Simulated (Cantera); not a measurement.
Feed: 1 mol Si, 3.5 mol HCl, 6.4 mol H2, equilibrated at 648 K and 0.160 bar.

Method: chemical equilibrium by Gibbs-energy minimisation in Cantera with the NASA 1993 tables (ideal gas, pure condensed phases). Candidate condensed phases: Si; 19 gas species. The numbers say what is thermodynamically allowed, not how fast it happens.

### Question
What is the equilibrium state?

### Answer
- x(H2): 0.894
- x(SiCl4): 0.0732
- x(SiHCl3): 0.0321
- x(SiH2Cl2): 0.000814
- x(HCl): 0.000159
- x(SiH3Cl): 4.22e-6
- x(SiCl3): 1.33e-6
- n(Si(s)): 0.0498 mol
- gas amount: 8.950 mol
